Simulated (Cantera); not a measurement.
Feed: 1 mol CuO, 0.58 mol C, 0.42 mol CO, at 1673 K and 0.110 bar.

Method: chemical equilibrium by Gibbs-energy minimisation in Cantera with the NASA 1993 tables (ideal gas, pure condensed phases). Candidate condensed phases: C, Cu, CuO, Cu2O; 15 gas species. The numbers say what is thermodynamically allowed, not how fast it happens.

Base state: CO 0.579, CO2 0.420, Cu 0.00101 (mole fractions); condensed: Cu(l).

**Question.** What changes in the equilibrium state with this change: CuO replaced by Fe2O3?

**Answer.** 
```
species       before  after
-----------  -------  -----
CO             0.579  0.580
CO2            0.420  0.420
Cu           0.00101      0
Cu(l), mol     0.999      0
FeO(l), mol        0   2.00
```
The tables' stoichiometric FeO is somewhat more stable than real wüstite, so its field is too wide. FeO: taken at fixed stoichiometry. Further candidate phases: Fe, Fe(CO)5, FeO, Fe2O3, Fe3O4.
